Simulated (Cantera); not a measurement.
Feed: 1 mol BF₃, 0.12 mol NH₃.

Equilibrium computed with Cantera from the NASA thermochemical tables; the gas is ideal and each condensed phase is pure. Candidate condensed phases: B, BN; 31 gas species. The tables' values for BF₂ are old estimates. The numbers say what is thermodynamically allowed, not how fast it happens.

Stable condensed phases, one row left out:

```
T in K \ P in Pa
             10     25     63    160    400   1000   2500   6300  16000  40000 100000
   1748       A      A      A      A      A      A      A      A      A      A      B
   1548       A      A      A      A      A      B      B      B      B      B      B
   1448       A      A      B      B      B      B      B      B      B      B      B
   1348       B      B      B      B      B      B      B      B      B      B      B
   1248       B      B      B      B      B      B      B      B      B      B      B
   1148       B      B      B      B      B      B      B      B      B      B      B
   1048       B      B      B      B      B      B      B      B      B      B      B
    948       B      B      B      B      B      B      B      B      B      B      B
    848       B      B      B      B      B      B      B      B      B      B      B
```

A: gas only; B: BN.

Question: Give the row for 1648 K.

Answer: 10: gas only; 25: gas only; 63: gas only; 160: gas only; 400: gas only; 1000: gas only; 2500: gas only; 6300: gas only; 16000: BN; 40000: BN; 100000: BN.
